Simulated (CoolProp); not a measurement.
Vapour-liquid equilibrium of carbon dioxide (1) + carbonyl sulfide (2) at -42.95 °C; x and y are mole fractions of (1).

Computed with CoolProp (multi-fluid Helmholtz-energy mixture model, Span 1996 and Lemmon 2006; pair parameters Bell 2016).

Question: Give the bubble pressure and the first vapour's composition at x = 0.05, 0.65, 0.95. Is there an azeotrope?

Answer: x = 0.05: 0.2162 MPa, y = 0.373; x = 0.65: 0.7051 MPa, y = 0.891; x = 0.95: 0.8695 MPa, y = 0.981. No azeotrope shows between x = 0.05 and 0.95.

The pair parameters rest on a limited set of measurements; away from them the model extrapolates.
